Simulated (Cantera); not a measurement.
Feed: 1 mol B2H6, 4.3 mol N2, at 13.3 mbar.

Method: chemical equilibrium by Gibbs-energy minimisation in Cantera with the NASA 1993 tables (ideal gas, pure condensed phases). Candidate condensed phases: B, BN; 15 gas species. The feed counts by its element totals alone. N2 is the only nitrogen source here; it is nearly inert below about 1500 K, so the nitride shown seldom forms there in practice. The tables' values for BH2 are old estimates; treat these amounts as uncertain. Kinetics and transport are ignored.

x: gas mole fraction; n: condensed amount in mol.

| T (K) | x N2 | x H2 | x H | x B | x BH2 | x BH | n BN(s) | n B(l) |
|---|---|---|---|---|---|---|---|---|
| 1498 | 0.524 | 0.476 | 0.000103 | <1e-12 | 3.97e-9 | <1e-12 | 2.00 | 0 |
| 1648 | 0.524 | 0.476 | 0.000532 | 4.26e-11 | 1.01e-7 | 3.73e-11 | 2.00 | 0 |
| 1798 | 0.523 | 0.475 | 0.00210 | 5.72e-9 | 1.48e-6 | 2.38e-9 | 2.00 | 0 |
| 1948 | 0.522 | 0.471 | … | … | 1.42e-5 | … | 2.00 | 0 |
| 2098 | 0.519 | 0.463 | … | … | 9.69e-5 | … | 2.00 | 0 |
| 2248 | 0.513 | 0.444 | 0.0424 | 0.000266 | 0.000499 | 2.08e-5 | 1.99 | 0 |
| 2398 | 0.564 | 0.352 | 0.0809 | 0.00234 | 0.00104 | 0.000108 | 0 | 1.97 |

Problem. What belongs in the gaps?

Solution. 
- 1948, x H: 0.00672
- 1948, x B: 3.59e-7
- 1948, x BH: 7.93e-8
- 2098, x H: 0.0181
- 2098, x B: 1.24e-5
- 2098, x BH: 1.58e-6
